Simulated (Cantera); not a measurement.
A perfectly stirred reactor is fed with CH4 : O2 : N2 = 1 : 1.18 : 4.42 (molar parts), equivalence ratio 1.7, at 8.20 bar; it is adiabatic with a 675 K inlet, and is followed from long to short residence time, starting on the burning branch (τ in s: 0.39, 0.13, 0.04, 0.013, 0.0041, 0.0013, 0.00042, 0.00013, 4.3e-05, 1.4e-05, 4.4e-06).

Model: GRI-Mech 3.0 (53 species, 325 reactions), integrated in Cantera.

One state of this run: T (K) = 2072; x CH4 = 0.00593; x O2 = 0.000802; x CO2 = 0.0328; x NO = 1.41e-5; x CH2CO = 2.24e-5; x C2H2 = 0.00407. x: mole fraction; the columns are a selection and need not sum to one.

Question: Which value of τ (s) does it belong to?
(A) 0.13
(B) 0.0041
(C) 0.0013
(D) 0.013

Answer: B, 0.0041
